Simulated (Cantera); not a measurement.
A Cantera script and what it prints.

```python
import numpy as np
import cantera as ct

gas_names = """
    C CH CH2 CH3 CH2OH CH3O CH4 CH3OH CO CO2 COOH C2 C2H CHCO,ketyl C2H2,acetylene C2H2,vinylidene
    CH2CO,ketene C2H3,vinyl CH3CO,acetyl C2H4 C2H4O,ethylen CH3CHO,ethanal CH3COOH (HCOOH)2 C2H5 C2H6
    CH3OCH3 C2H5OH C2O C3 C3H3,propargyl C3H4,allene C3H4,propyne C3H4,cyclo- C3H5,allyl C3H6,propylene
    C3H6,cyclo- C3H6O C3H7,n-propyl C3H7,i-propyl C3H8 C3H8O,1propanol C3H8O,2propanol C3O2 C4 C4H2
    C4H4,1,3-cyclo- C4H6,butadiene C4H6,2-butyne C4H6,cyclo- C4H8,1-butene C4H8,cis2-buten
    C4H8,tr2-butene C4H8,isobutene C4H8,cyclo- (CH3COOH)2 C4H9,n-butyl C4H9,i-butyl C4H9,s-butyl
    C4H9,t-butyl C4H10,isobutane C4H10,n-butane C5 C5H6,1,3cyclo- C5H8,cyclo- C5H10,1-pentene
    C5H10,cyclo- C5H11,pentyl C5H11,t-pentyl C5H12,n-pentane C5H12,i-pentane CH3C(CH3)2CH3 C6H2
    C6H5,phenyl C6H5O,phenoxy C6H6 C6H5OH,phenol C6H10,cyclo- C6H12,1-hexene C6H12,cyclo- C6H13,n-hexyl
    C7H7,benzyl C7H8 C7H8O,cresol C7H14,1-heptene C7H15,n-heptyl C7H16,n-heptane C8H8,styrene
    C8H10,ethylbenz C8H16,1-octene C8H17,n-octyl C8H18,isooctane C8H18,n-octane C9H19,n-nonyl
    C10H8,naphthale C10H21,n-decyl C12H9,o-bipheny C12H10,bipheny Cu CuO Cu2 H HCO HO2 H2
    HCHO,formaldehy HCOOH H2O H2O2 O OH O2 O3
""".split()
cond_names = """
    C(gr) C6H6(L) C7H8(L) C8H18(L),n-octa Cu(cr) Cu(L) CuO(s) CuO2H2(s) Cu2O(s) Cu2O(L) H2O(s) H2O(L)
""".split()


def load(file, names, dense=False):
    # The tables refer to 1 bar. Condensed volumes are neglected.
    table = {s.name: s for s in ct.Species.list_from_file(file)}
    out = []
    for n in names:
        d = dict(table[n].input_data)
        d["thermo"] = dict(d["thermo"], **{"reference-pressure": 1e5})
        if dense:
            d["equation-of-state"] = {"model": "constant-volume", "density": "1e6 g/cm^3"}
        out.append(ct.Species.from_dict(d))
    return out


gas = ct.Solution(thermo="ideal-gas", species=load("nasa_gas.yaml", gas_names))
cond = {s.name: ct.Solution(thermo="fixed-stoichiometry", species=[s], name=s.name)
        for s in load("nasa_condensed.yaml", cond_names, dense=True)}
atoms = {
    'CuO': {'Cu': 1, 'O': 1},
    'CO': {'C': 1, 'O': 1},
    'H2': {'H': 2},
}
top_T = {'C(gr)': 4500, 'CuO(s)': 1390}  # K; cautious upper limits of use, not melting points


def equilibrate(T, P, feed):
    n = {}
    for name, mol in feed.items():
        for a, k in atoms[name].items():
            n[a] = n.get(a, 0.0) + k * mol
    gas.TPX = T, P, n
    mass = sum(n.values()) * gas.mean_molecular_weight
    gas.equilibrate("TP")
    valid = [c for c in cond.values() if c.min_temp <= T <= top_T.get(c.name, c.max_temp)]
    mix = ct.Mixture([(gas, mass / gas.mean_molecular_weight)] + [(c, 0.0) for c in valid])
    mix.T, mix.P = T, P
    mix.equilibrate("TP", solver="vcs", rtol=1e-11, max_steps=5000)
    return mix


results = []
feed = {'CuO': 1, 'CO': 0.57, 'H2': 4.9}  # mol
P = 26  # Pa
for T in [1850, 1950, 2050, 2150, 2250, 2350, 2450, 2550]:
    mix = equilibrate(T, P, feed)
    results.append((T, P, feed, dict(zip(mix.species_names, mix.species_moles))))
    x = sorted(zip(gas.X, gas.species_names), reverse=True)
    print(f"T = {T:g} K  P = {P:g} Pa  gas = {mix.phase_moles(0):.4g} mol")
    print("   x: " + "  ".join(f"{s} {v:.3e}" for v, s in x if v > 0.001))
    print("   condensed (mol): " + ("  ".join(f"{mix.phase(i).name} {mix.phase_moles(i):.4g}"
          for i in range(1, mix.n_phases) if mix.phase_moles(i) > 1e-12) or "none"))
```

It prints:

```
T = 1850 K  P = 26 Pa  gas = 6.556 mol
   x: H2 5.875e-01  Cu 1.525e-01  H2O 1.470e-01  CO 8.185e-02  H 2.561e-02  CO2 5.098e-03
   condensed (mol): none
T = 1950 K  P = 26 Pa  gas = 6.652 mol
   x: H2 5.650e-01  Cu 1.503e-01  H2O 1.443e-01  CO 8.098e-02  H 5.344e-02  CO2 4.702e-03  OH 1.239e-03
   condensed (mol): none
T = 2050 K  P = 26 Pa  gas = 6.832 mol
   x: H2 5.262e-01  Cu 1.464e-01  H2O 1.386e-01  H 1.021e-01  CO 7.906e-02  CO2 4.370e-03  OH 2.937e-03
   condensed (mol): none
T = 2150 K  P = 26 Pa  gas = 7.144 mol
   x: H2 4.660e-01  H 1.785e-01  Cu 1.400e-01  H2O 1.275e-01  CO 7.574e-02  OH 6.310e-03  CO2 4.053e-03  O 1.704e-03
   condensed (mol): none
T = 2250 K  P = 26 Pa  gas = 7.661 mol
   x: H2 3.836e-01  H 2.853e-01  Cu 1.305e-01  H2O 1.073e-01  CO 7.076e-02  OH 1.199e-02  O 6.147e-03  CO2 3.635e-03
   condensed (mol): none
T = 2350 K  P = 26 Pa  gas = 8.475 mol
   x: H 4.145e-01  H2 2.871e-01  Cu 1.180e-01  H2O 7.454e-02  CO 6.436e-02  OH 1.855e-02  O 1.810e-02  CO2 2.901e-03  O2 1.953e-03
   condensed (mol): none
T = 2450 K  P = 26 Pa  gas = 9.583 mol
   x: H 5.452e-01  H2 1.915e-01  Cu 1.043e-01  CO 5.765e-02  O 3.884e-02  H2O 3.694e-02  OH 2.056e-02  O2 3.088e-03  CO2 1.836e-03
   condensed (mol): none
T = 2550 K  P = 26 Pa  gas = 10.69 mol
   x: H 6.502e-01  H2 1.130e-01  Cu 9.355e-02  O 5.909e-02  CO 5.241e-02  OH 1.574e-02  H2O 1.247e-02  O2 2.666e-03
   condensed (mol): none
```

Method: chemical equilibrium by Gibbs-energy minimisation in Cantera with the NASA 1993 tables (ideal gas, pure condensed phases).
